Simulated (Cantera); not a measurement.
**Ignition delay**

Mixture: H2 : O2 : N2 : NO = 1 : 0.357 : 1.34 : 0.0028 (molar parts), at 1.80 bar, adiabatic and at constant pressure. Ignition delay is the time to a rise of 400 K.

Model: GRI-Mech 3.0 (53 species, 325 reactions), integrated in Cantera. The mechanism lacks 2 NO + O2 → 2 NO2 and HONO, so NO2 and the effect of NO are under-described below about 1400 K. Where the delays flatten at high temperature, the 400 K rule measures the pace of heat release, not the induction time.

```csv
T0 (K),delay (ms)
1325,0.0151
1400,0.0115
1475,0.00922
1550,0.00781
1625,0.00693
```
